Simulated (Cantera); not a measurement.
An adiabatic, constant-pressure homogeneous reactor starts with CH₄ : C₂H₆ : O₂ : N₂ = 1 : 0.14 : 1.38 : 5.2 (molar parts), equivalence ratio 1.8, at 1248 K and 0.642 atm. Integrator tolerance rtol = 1e-08.

Model: GRI-Mech 3.0 (53 species, 325 reactions), integrated in Cantera.

Question: What does this change do: initial temperature 1248 to 1373 K?

Answer: 
| quantity | before | after |
|---|---|---|
| time of steepest temperature rise | 3.84 ms | 1.14 ms |
| temperature at 0.300 s | 2417 K | 2502 K |
| equilibrium temperature | 2417 K | 2502 K |
| x(CH₄) at 0.300 s | 3.22e-12 (gas-phase equilibrium 3.63e-12) | 2.16e-12 (gas-phase equilibrium 2.43e-12) |
| x(C₂H₆) at 0.300 s | <1e-12 (gas-phase equilibrium <1e-12) | <1e-12 (gas-phase equilibrium <1e-12) |
| x(O₂) at 0.300 s | 3.02e-5 (gas-phase equilibrium 3.02e-5) | 7.24e-5 (gas-phase equilibrium 7.24e-5) |
| x(C₂H₂) at 0.300 s | <1e-12 (gas-phase equilibrium <1e-12) | <1e-12 (gas-phase equilibrium <1e-12) |
| x(OH) at 0.300 s | 0.00160 (gas-phase equilibrium 0.00160) | 0.00262 (gas-phase equilibrium 0.00262) |
